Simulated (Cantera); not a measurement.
A Cantera script and what it prints.

```python
import numpy as np
import cantera as ct

gas_names = [...]  # 47 gases of nasa_gas.yaml made of Cl, H, N, O, Si
cond_names = """
    H2O(s) H2O(L) NH4CL(a) NH4CL(b) Si(cr) Si(L) SiO2(Lqz) SiO2(hqz) SiO2(L) Si2N2O(s) Si3N4(a)
""".split()


# ... load() reads the species with a 1 bar reference pressure and builds the phases ...
atoms = {
    'Si': {'Si': 1},
    'Cl2': {'CL': 2},
    'N2': {'N': 2},
    'H2O': {'H': 2, 'O': 1},
}
top_T = {'Si2N2O(s)': 2100, 'Si3N4(a)': 2400}  # K; cautious upper limits of use, not melting points


# ... equilibrate(T, P, feed) seeds the gas with the atoms and calls Mixture.equilibrate('TP', solver="vcs", rtol=1e-11, max_steps=5000) ...
results = []
feed = {'Si': 1, 'Cl2': 0.061, 'N2': 0.66, 'H2O': 0.2}  # mol
P = 10000  # Pa
for T in [998, 1073, 1148, 1223, 1298, 1373, 1448, 1523, 1598, 1673, 1748]:
    mix = equilibrate(T, P, feed)
    results.append((T, P, feed, dict(zip(mix.species_names, mix.species_moles))))

top = {s: max(r[3][s] / sum(r[3][g] for g in gas_names) for r in results) for s in gas_names}
cols = sorted((s for s in top if top[s] > 1e-05), key=lambda s: -top[s])[:7]
seen = [c for c in cond_names if any(r[3].get(c, 0) > 1e-12 for r in results)]
print("log10 of partial pressures in bar; condensed amounts in mol")
print(f"{'T/K':>10s}" + "".join(f"{s[:9]:>10s}" for s in cols + seen))
for T, P, feed, n in results:
    ng = sum(n[g] for g in gas_names)
    print(f"{T:10.4g}" + "".join(f"{np.log10(max(n[s] / ng * P / 1e5, 1e-99)):10.3f}" for s in cols)
          + "".join(f"{n.get(c, 0):10.4g}" for c in seen))
```

Output:

```
log10 of partial pressures in bar; condensed amounts in mol
       T/K        H2       HCL        N2     SiCL2     SiCL4     SiCL3    SiHCL3 Si2N2O(s)  Si3N4(a)
       998    -1.327    -1.506    -1.699    -7.541    -2.757    -5.844    -4.737       0.2    0.1981
      1073    -1.332    -1.494    -1.703    -6.541    -2.818    -5.282    -4.567       0.2    0.1983
      1148    -1.335    -1.485    -1.706    -5.676    -2.877    -4.798    -4.424       0.2    0.1985
      1223    -1.338    -1.479    -1.708    -4.923    -2.934    -4.379    -4.303       0.2    0.1986
      1298    -1.340    -1.475    -1.708    -4.264    -2.993    -4.017    -4.203       0.2    0.1987
      1373    -1.341    -1.476    -1.708    -3.690    -3.065    -3.710    -4.129       0.2    0.1986
      1448    -1.339    -1.486    -1.703    -3.198    -3.171    -3.467    -4.092       0.2    0.1981
      1523    -1.335    -1.510    -1.693    -2.796    -3.340    -3.305    -4.115       0.2    0.1972
      1598    -1.328    -1.556    -1.677    -2.489    -3.601    -3.242    -4.215       0.2    0.1955
      1673    -1.318    -1.625    -1.657    -2.272    -3.954    -3.273    -4.393       0.2    0.1933
      1748    -1.307    -1.711    -1.637    -2.124    -4.376    -3.376    -4.630    0.1997     0.191
```

Equilibrium computed with Cantera from the NASA thermochemical tables; the gas is ideal and each condensed phase is pure. N2 is the only nitrogen source here; it is nearly inert below about 1500 K, so the nitride shown seldom forms there in practice. Mutual solubility and eutectic melting of coexisting phases are not modelled. The tables' values for SiCl3, SiCl are old estimates; treat these amounts as uncertain.
